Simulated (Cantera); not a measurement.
Cantera run, input and output.

```python
import numpy as np
import cantera as ct

gas = ct.Solution("gri30.yaml")


def delay(T, t_max=10):
    gas.TPX = T, 101325, {'H2': 1, 'O2': 0.385, 'N2': 1.45}
    reactor = ct.IdealGasConstPressureReactor(gas, clone=False)
    net = ct.ReactorNet([reactor])
    net.rtol, net.atol = 1e-8, 1e-16
    while net.time < t_max:
        t_old, T_old = net.time, reactor.T
        net.step()
        if reactor.T > T + 400:  # ignition: a rise of 400 K
            return t_old + (T + 400 - T_old) / (reactor.T - T_old) * (net.time - t_old)
    return np.nan


taus = []
for T in [1148, 1198, 1248, 1298, 1348, 1398]:
    taus.append(delay(T))
    print(f"T0 = {T:6g} K   tau = {taus[-1]:.4e} s")
```

Output:

```
T0 =   1148 K   tau = 6.4672e-05 s
T0 =   1198 K   tau = 4.8103e-05 s
T0 =   1248 K   tau = 3.7534e-05 s
T0 =   1298 K   tau = 3.0418e-05 s
T0 =   1348 K   tau = 2.5472e-05 s
T0 =   1398 K   tau = 2.1972e-05 s
```

Computed with Cantera and GRI-Mech 3.0 (53 species, 325 reactions). Where the delays flatten at high temperature, the 400 K rule measures the pace of heat release, not the induction time.
